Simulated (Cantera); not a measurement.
Equilibrium for titanium nitride, carbide and oxide coatings: Ti + CH4

Charge: 1 mol Ti, 0.31 mol CH4, at 752 °C and 13.3 mbar.

These are equilibrium values from Cantera (NASA tables, ideal gas, pure condensed phases), not measurements of a reactor. Candidate condensed phases: C, C6H6, C7H8, C8H18, Ti, TiC; 77 gas species. Mutual solubility and eutectic melting of coexisting phases are not modelled. TiC: taken at fixed stoichiometry. Condensed phases not in the tables: N, O or C dissolved in the metal. Kinetics and transport are ignored.

```json
{
 "x(H2)": "1.00",
 "n(Ti(α))": "0.690 mol",
 "n(TiC(s))": "0.310 mol",
 "gas_amount": "0.6200 mol",
 "log10 activity of C(graphite) (absent)": "-8.79"
}
```
